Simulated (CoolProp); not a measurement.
Ammonia at 298.15 K and 0.402 MPa flows at 16 m/s in a round tube of 1 mm bore and 1.5 µm roughness, fully developed (64/Re and Nu = 3.66 if laminar; Colebrook and Gnielinski if turbulent). Each further row changes one setting.

The numbers come from the reference Helmholtz-energy equation of state, Gao 2020 in CoolProp.

| case | Reynolds number | Darcy friction factor | pressure drop (Pa/m) | heat-transfer coefficient (W/(m² K)) | mass flow (kg/h) |
|---|---|---|---|---|---|
| as stated | 4610 | 0.0399 | 14700 | ___ | 0.131 |
| velocity 32 m/s | 9230 | ___ | ___ | 860 | 0.261 |
| diameter 2 mm | 9230 | 0.0326 | ___ | 416 | 0.522 |

Task: Fill in the missing entries.

Result: 
- as stated, heat-transfer coefficient (W/(m² K)): 448
- velocity 32 m/s, Darcy friction factor: 0.0337
- velocity 32 m/s, pressure drop (Pa/m): 49800
- diameter 2 mm, pressure drop (Pa/m): 6030

Viscosity comes from a separate model (Fenghour 1995). Thermal conductivity comes from a separate model (Tufeu 1984).
